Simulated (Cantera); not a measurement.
Equilibrium for boron, boron nitride and boron oxide: B2O3 + H2

Feed: 1 mol B2O3, 11 mol H2, at 9.70 mbar.

These are equilibrium values from Cantera (NASA tables, ideal gas, pure condensed phases), not measurements of a reactor. Candidate condensed phases: B, B2O3, B3O3H3, H2O; 23 gas species. Kinetics and transport are ignored.

```json
[
 {"T (K)": "1748", "x H2": "0.877", "x H": "0.00217", "x BO": "0.00146", "x HBO2": "0.0376", "x B2O3": "0.0434", "x HBO": "0.0312", "x H2O": "0.00216"},
 {"T (K)": "1848", "x H2": "0.870", "x H": "0.00502", "x BO": "0.00330", "x HBO2": "0.0399", "x B2O3": "0.0399", "x HBO": "0.0339", "x H2O": "0.00322"},
 {"T (K)": "1948", "x H2": "0.860", "x H": "0.0106", "x BO": "0.00674", "x HBO2": "0.0418", "x B2O3": "0.0361", "x HBO": "0.0357", "x H2O": "0.00465"},
 {"T (K)": "2048", "x H2": "0.845", "x H": "0.0209", "x BO": "0.0124", "x HBO2": "0.0432", "x B2O3": "0.0319", "x HBO": "0.0363", "x H2O": "0.00659"},
 {"T (K)": "2148", "x H2": "0.821", "x H": "0.0384", "x BO": "0.0209", "x HBO2": "0.0440", "x B2O3": "0.0273", "x HBO": "0.0352", "x H2O": "0.00919"},
 {"T (K)": "2248", "x H2": "0.788", "x H": "0.0662", "x BO": "0.0319", "x HBO2": "0.0435", "x B2O3": "0.0223", "x HBO": "0.0325", "x H2O": "0.0126"},
 {"T (K)": "2348", "x H2": "0.740", "x H": "0.108", "x BO": "0.0448", "x HBO2": "0.0413", "x B2O3": "0.0171", "x HBO": "0.0284", "x H2O": "0.0167"}
]
```
x: gas mole fraction; nothing condenses.

From 1748 K to 2348 K nothing is condensed. The main B-bearing gas is B2O3 at 1748 K and BO at 2348 K.
